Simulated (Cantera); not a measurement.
**Hydrocarbon pyrolysis for carbon deposition**

A perfectly stirred reactor is fed with 30.3 % C₂H₆, 69.7 % H₂, at 0.000270 bar; it is held at 1523 K, and followed from long to short residence time.

Model: GRI-Mech 3.0 (53 species, 325 reactions), integrated in Cantera. GRI-Mech 3.0 stops at C3 and has no aromatics, soot or wall deposition, so with more carbon than oxygen in the feed, carbon stays in small species such as C2H2 where larger ones or solid carbon would form. Radical loss at walls, strong at low pressure, is not modelled.

```json
[
 {"τ (s)": "24", "x C₂H₆": "0.000291", "x H₂": "0.754", "x CH₂": "1.58e-6", "x CH₃": "0.00255", "x H": "0.00121", "x C₂H": "5.59e-7", "x C₂H₂": "0.161"},
 {"τ (s)": "6.2", "x C₂H₆": "0.00104", "x H₂": "0.722", "x CH₂": "2.54e-6", "x CH₃": "0.00468", "x H": "0.00135", "x C₂H": "5.76e-7", "x C₂H₂": "0.143"},
 {"τ (s)": "1.6", "x C₂H₆": "0.00369", "x H₂": "0.683", "x CH₂": "4.06e-6", "x CH₃": "0.00826", "x H": "0.00153", "x C₂H": "5.58e-7", "x C₂H₂": "0.115"},
 {"τ (s)": "0.43", "x C₂H₆": "0.0122", "x H₂": "0.645", "x CH₂": "6.42e-6", "x CH₃": "0.0139", "x H": "0.00173", "x C₂H": "4.60e-7", "x C₂H₂": "0.0793"},
 {"τ (s)": "0.11", "x C₂H₆": "0.0412", "x H₂": "0.624", "x CH₂": "1.00e-5", "x CH₃": "0.0226", "x H": "0.00184", "x C₂H": "2.40e-7", "x C₂H₂": "0.0375"},
 {"τ (s)": "0.029", "x C₂H₆": "0.124", "x H₂": "0.645", "x CH₂": "1.22e-5", "x CH₃": "0.0280", "x H": "0.00153", "x C₂H": "4.30e-8", "x C₂H₂": "0.00839"},
 {"τ (s)": "0.0077", "x C₂H₆": "0.244", "x H₂": "0.684", "x CH₂": "6.91e-6", "x CH₃": "0.0169", "x H": "0.000833", "x C₂H": "1.12e-9", "x C₂H₂": "0.000426"},
 {"τ (s)": "0.0020", "x C₂H₆": "0.294", "x H₂": "0.694", "x CH₂": "1.17e-6", "x CH₃": "0.00553", "x H": "0.000282", "x C₂H": "2.75e-12", "x C₂H₂": "3.18e-6"},
 {"τ (s)": "0.00053", "x C₂H₆": "0.301", "x H₂": "0.696", "x CH₂": "5.79e-8", "x CH₃": "0.00180", "x H": "5.39e-5", "x C₂H": "<1e-12", "x C₂H₂": "5.68e-9"}
]
```
x: mole fraction; the columns are a selection and need not sum to one.
